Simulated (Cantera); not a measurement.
Mixture: 3.48 % CH4, 3.23 % CO, 9.84 % O2, 83.4 % N2, at 2.07 atm, adiabatic and at constant pressure. Ignition delay is the time to a rise of 400 K.

Model: GRI-Mech 3.0 (53 species, 325 reactions), integrated in Cantera.

Problem. Predict: delay at 1225 K; delay at 1325 K; delay at 1425 K; delay at 1525 K; apparent activation energy between 1475 and 1575 K.

Solution. 
| Quantity | Result |
|---|---|
| delay at 1225 K | 41.7 ms |
| delay at 1325 K | 10.2 ms |
| delay at 1425 K | 2.85 ms |
| delay at 1525 K | 0.927 ms |
| apparent activation energy between 1475 and 1575 K | 200 kJ/mol |
